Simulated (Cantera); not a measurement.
Cantera with NASA thermochemical tables; ideal gases at 1 bar, condensed phases pure. Values are per mole of reaction as written; species without (g) are pure solids or liquids, kept so even where they would boil at 1 bar.

Between 300 and 2450 K, where is each reaction favourable under standard conditions?
- 4 H(g) + TaO2(g) ⇌ Ta + 2 H2O(g)


- 4 H(g) + TaO2(g) ⇌ Ta + 2 H2O(g): ΔG° is -1059 kJ at 300 K and -278 kJ at 2450 K; it stays negative (K > 1). ΔH° is -1196 kJ and ΔS° -375 J/K at 2450 K.
